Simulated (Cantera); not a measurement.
A Cantera script and what it prints.

```python
import numpy as np
import cantera as ct

gas_names = """
    H HO2 H2 H2O H2O2 O OH O2 O3 Si SiH SiH2 SiH3 SiH4 SiO SiO2 Si2 Si3
""".split()
cond_names = """
    H2O(s) H2O(L) Si(cr) Si(L) SiO2(Lqz) SiO2(hqz) SiO2(L)
""".split()


# ... load() reads the species with a 1 bar reference pressure and builds the phases ...
atoms = {
    'Si': {'Si': 1},
    'O2': {'O': 2},
    'H2': {'H': 2},
}
top_T = {}  # K; cautious upper limits of use, not melting points


# ... equilibrate(T, P, feed) seeds the gas with the atoms and calls Mixture.equilibrate('TP', solver="vcs", rtol=1e-11, max_steps=5000) ...
results = []
feed = {'Si': 1, 'O2': 0.0059, 'H2': 45}  # mol
T = 2025  # K
P = 101325  # Pa
mix = equilibrate(T, P, feed)
results.append((T, P, feed, dict(zip(mix.species_names, mix.species_moles))))
print(gas.report(threshold=0.001))
for i in range(1, mix.n_phases):
    print(f"{mix.phase(i).name:16s} {mix.phase_moles(i):12.5e} mol")
```

Result:

```
       temperature   2025 K
          pressure   1.0132e+05 Pa
           density   0.012223 kg/m^3
  mean mol. weight   2.0311 kg/kmol
   phase of matter   gas

                          1 kg             1 kmol
                     ---------------   ---------------
          enthalpy        2.6721e+07        5.4274e+07  J
   internal energy        1.8432e+07        3.7437e+07  J
           entropy             93008        1.8891e+05  J/K
    Gibbs function       -1.6162e+08       -3.2827e+08  J
 heat capacity c_p             16866             34256  J/K
 heat capacity c_v             12772             25942  J/K

                      mass frac. Y      mole frac. X     chem. pot. / RT
                     ---------------   ---------------   ---------------
                 H        0.00094775         0.0019097           -9.7547
                H2           0.99019           0.99761           -19.509
     [  +16 minor]         0.0088577         0.0004804

Si(L)             9.78321e-01 mol
SiO2(L)           0.00000e+00 mol
```

Equilibrium computed with Cantera from the NASA thermochemical tables; the gas is ideal and each condensed phase is pure. Gases not in the tables: Si2H6 and higher silanes.
